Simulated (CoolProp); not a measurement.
A Linde-Hampson liquefier for ethane: isothermal reversible compression at 320 K from 1 atm to 15 MPa, throttling to 1 atm, return gas leaving the recuperator 0 K below the feed. Each further row changes one setting.

Values from CoolProp's reference Helmholtz-energy equation of state, Bücker 2006.

```json
[
 {"case": "as stated", "liquid yield per pass": "(withheld)", "compression work (kJ/kg of gas)": "353"},
 {"case": "high pressure 30 MPa", "liquid yield per pass": "(withheld)", "compression work (kJ/kg of gas)": "390"},
 {"case": "warm-end temperature 350 K", "liquid yield per pass": "0.359", "compression work (kJ/kg of gas)": "(withheld)"},
 {"case": "warm-end gap 5 K", "liquid yield per pass": "0.450", "compression work (kJ/kg of gas)": "353"}
]
```

Task: Fill in the missing entries.

Result: 
- as stated, liquid yield per pass: 0.457
- high pressure 30 MPa, liquid yield per pass: 0.467
- warm-end temperature 350 K, compression work (kJ/kg of gas): 414
